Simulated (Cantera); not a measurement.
What does this Cantera script print?

```python
import numpy as np
import cantera as ct

gas_names = [...]  # 113 gases of nasa_gas.yaml made of C, H, O, Pb
cond_names = """
    C(gr) C6H6(L) C7H8(L) C8H18(L),n-octa H2O(s) H2O(L) Pb(cr) Pb(L) PbO(rd) PbO(yw) PbO(L) PbO2(s)
    Pb3O4(s)
""".split()


# ... load() reads the species with a 1 bar reference pressure and builds the phases ...
atoms = {
    'PbO': {'Pb': 1, 'O': 1},
    'CO': {'C': 1, 'O': 1},
    'H2': {'H': 2},
}
top_T = {'C(gr)': 4500, 'Pb3O4(s)': 820}  # K; cautious upper limits of use, not melting points


# ... equilibrate(T, P, feed) seeds the gas with the atoms and calls Mixture.equilibrate('TP', solver="vcs", rtol=1e-11, max_steps=5000) ...
results = []
feed = {'PbO': 1, 'CO': 9.1, 'H2': 1.8}  # mol
P = 130  # Pa
for T in [750, 800, 850, 900, 950, 1000, 1050, 1100, 1150, 1200, 1250]:
    mix = equilibrate(T, P, feed)
    results.append((T, P, feed, dict(zip(mix.species_names, mix.species_moles))))
    x = sorted(zip(gas.X, gas.species_names), reverse=True)
    print(f"T = {T:g} K  P = {P:g} Pa  gas = {mix.phase_moles(0):.4g} mol")
    print("   x: " + "  ".join(f"{s} {v:.3e}" for v, s in x if v > 0.0001))
    print("   condensed (mol): " + ("  ".join(f"{mix.phase(i).name} {mix.phase_moles(i):.4g}"
          for i in range(1, mix.n_phases) if mix.phase_moles(i) > 1e-12) or "none"))
```

Output:

```
T = 750 K  P = 130 Pa  gas = 9.521 mol
   x: CO 5.733e-01  CO2 2.378e-01  H2 1.768e-01  H2O 1.198e-02  CH4 1.298e-04
   condensed (mol): C(gr) 1.377  Pb(L) 0.9999
T = 800 K  P = 130 Pa  gas = 10.9 mol
   x: CO 7.475e-01  H2 1.606e-01  CO2 8.734e-02  H2O 4.447e-03
   condensed (mol): Pb(L) 0.9995
T = 850 K  P = 130 Pa  gas = 10.9 mol
   x: CO 7.489e-01  H2 1.591e-01  CO2 8.576e-02  H2O 5.967e-03  Pb 2.448e-04
   condensed (mol): Pb(L) 0.9973
T = 900 K  P = 130 Pa  gas = 10.91 mol
   x: CO 7.500e-01  H2 1.573e-01  CO2 8.399e-02  H2O 7.658e-03  Pb 1.053e-03
   condensed (mol): Pb(L) 0.9885
T = 950 K  P = 130 Pa  gas = 10.94 mol
   x: CO 7.497e-01  H2 1.550e-01  CO2 8.193e-02  H2O 9.457e-03  Pb 3.871e-03
   condensed (mol): Pb(L) 0.9576
T = 1000 K  P = 130 Pa  gas = 11.04 mol
   x: CO 7.451e-01  H2 1.518e-01  CO2 7.934e-02  Pb 1.246e-02  H2O 1.126e-02
   condensed (mol): Pb(L) 0.8625
T = 1050 K  P = 130 Pa  gas = 11.3 mol
   x: CO 7.294e-01  H2 1.464e-01  CO2 7.558e-02  Pb 3.579e-02  H2O 1.288e-02
   condensed (mol): Pb(L) 0.5954
T = 1100 K  P = 130 Pa  gas = 11.9 mol
   x: CO 6.947e-01  H2 1.372e-01  Pb 8.403e-02  CO2 7.001e-02  H2O 1.402e-02
   condensed (mol): none
T = 1150 K  P = 130 Pa  gas = 11.9 mol
   x: CO 6.965e-01  H2 1.355e-01  Pb 8.403e-02  CO2 6.825e-02  H2O 1.578e-02
   condensed (mol): none
T = 1200 K  P = 130 Pa  gas = 11.9 mol
   x: CO 6.982e-01  H2 1.338e-01  Pb 8.403e-02  CO2 6.653e-02  H2O 1.750e-02
   condensed (mol): none
T = 1250 K  P = 130 Pa  gas = 11.9 mol
   x: CO 6.998e-01  H2 1.321e-01  Pb 8.403e-02  CO2 6.487e-02  H2O 1.916e-02
   condensed (mol): none
```

Method: chemical equilibrium by Gibbs-energy minimisation in Cantera with the NASA 1993 tables (ideal gas, pure condensed phases).
